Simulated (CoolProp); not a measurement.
Model: reference Helmholtz-energy equation of state, Span 2000, in CoolProp.

For nitrogen, give the phase and the Prandtl number at 126.6 K and 23.7 bar; 257.6 K and 23.7 bar.


- 126.6 K and 23.7 bar: gas; Prandtl number 1.23
- 257.6 K and 23.7 bar: gas; Prandtl number 0.746

Viscosity comes from a separate model (Lemmon 2004). Thermal conductivity comes from a separate model (Lemmon 2004).
